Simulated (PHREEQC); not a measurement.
Consider water at 16 °C with 0.054 mol NaI per kg of water. Closed to the air; pH follows from the charge balance.

Model: ion-association model, wateq4f.dat, run in PHREEQC.

The ionic strength is 0.0540 mol/kgw.

```tsv
species	molality	activity	log γ
I-	0.0540	0.0442	-0.087
Na+	0.0540	0.0444	-0.085
H+	8.42e-8	7.18e-8	-0.069
OH-	8.42e-8	6.81e-8	-0.092
```

No solid was allowed to form.
